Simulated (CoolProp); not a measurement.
Vapour pressure (MPa) of ethylene: the reference equation beside estimates from Tc = 9.2 °C, pc = 5.042 MPa, ω = 0.087. Clausius-Clapeyron is anchored at -64.95 °C with a constant enthalpy of vaporisation of 11.69 kJ/mol.

Computed with CoolProp (reference Helmholtz-energy equation of state, Smukala 2000).

| T (°C) | reference | Clausius-Clapeyron | Redlich-Kwong |
|---|---|---|---|
| -69.25 | 0.5327 | 0.5452 | 0.5703 |
| -64.95 | 0.6286 | 0.6286 | 0.6738 |
| -60.65 | 0.7366 | 0.7206 | 0.7898 |
| -56.45 | 0.8547 | 0.8192 | 0.9161 |
| -52.15 | 0.9892 | 0.9294 | 1.059 |
| -47.85 | 1.138 | 1.049 | 1.217 |
| -43.65 | 1.299 | 1.176 | 1.387 |
| -39.35 | 1.481 | 1.316 | 1.576 |
| -35.05 | 1.679 | 1.467 | 1.783 |
| -30.75 | 1.897 | 1.629 | 2.007 |
| -26.55 | 2.128 | 1.799 | 2.243 |
| -22.25 | 2.385 | 1.983 | 2.504 |
| -17.95 | 2.664 | 2.179 | 2.784 |
| -13.65 | 2.967 | 2.388 | 3.085 |

Absolute difference from the reference over all 14 rows, mean and median: Clausius-Clapeyron 10.0 and 10.3 %, Redlich-Kwong 6.2 and 6.6 %.
